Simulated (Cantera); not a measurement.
An isothermal, constant-pressure homogeneous reactor starts with CH4 : H2O : H2 = 1 : 2.9 : 0.13 (molar parts), at 1448 K and 29.0 bar.

Detailed kinetics in Cantera: GRI-Mech 3.0 (53 species, 325 reactions). The pressure lies above the range GRI-Mech 3.0 was tuned for (to about 10 atm).

Task: Predict: x(CH4) at 50.0 s; x(H2O) at 50.0 s; x(H2) at 50.0 s; x(H) at 50.0 s.

Result: 
```
Quantity                                            Value
----------------  ---------------------------------------
x(CH4) at 50.0 s  0.0715 (gas-phase equilibrium 0.000541)
x(H2O) at 50.0 s      0.398 (gas-phase equilibrium 0.286)
x(H2) at 50.0 s       0.412 (gas-phase equilibrium 0.548)
x(H) at 50.0 s    1.10e-6 (gas-phase equilibrium 1.28e-6)
```
